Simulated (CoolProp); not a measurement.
A Linde-Hampson liquefier for nitrogen: isothermal reversible compression at 300 K from 1 atm to 15 MPa, throttling to 1 atm, return gas leaving the recuperator 10 K below the feed. Each further row changes one setting.

Model: reference Helmholtz-energy equation of state, Span 2000, in CoolProp.

```json
[
 {"case": "as stated", "liquid yield per pass": "[?]", "compression work (kJ/kg of gas)": "445"},
 {"case": "high pressure 30 MPa", "liquid yield per pass": "0.066", "compression work (kJ/kg of gas)": "511"},
 {"case": "warm-end temperature 330 K", "liquid yield per pass": "[?]", "compression work (kJ/kg of gas)": "[?]"},
 {"case": "warm-end gap 15 K", "liquid yield per pass": "[?]", "compression work (kJ/kg of gas)": "445"}
]
```

Q: What belongs in the gaps?

A: 
- as stated, liquid yield per pass: 0.038
- warm-end temperature 330 K, liquid yield per pass: 0.023
- warm-end temperature 330 K, compression work (kJ/kg of gas): 492
- warm-end gap 15 K, liquid yield per pass: 0.026
